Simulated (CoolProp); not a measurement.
A single-stage vapour-compression cycle with R236FA: evaporating at 271.15 K (dew point), condensing at 307.15 K (bubble point), superheat 2 K, subcooling 5 K, compressor efficiency 0.6, no pressure losses. Each further row changes one setting.

Values from CoolProp's reference Helmholtz-energy equation of state, Pan 2012.

```tsv
case	cooling COP	pressure ratio	discharge temperature (K)	refrigerating effect (kJ/kg)	volumetric capacity (kJ/m³)
as stated	3.93	3.67	316.5	123	858
evaporating temperature 276.15 K	4.77	2.99	315.1	127	1070
condensing temperature 302.15 K	4.71	3.13	311.1	130	901
subcooling 10 K	4.13	3.67	316.5	130	901
superheat 12 K	4.00	3.67	327.0	132	877
compressor efficiency 0.5	3.28	3.67	323.4	123	858
```
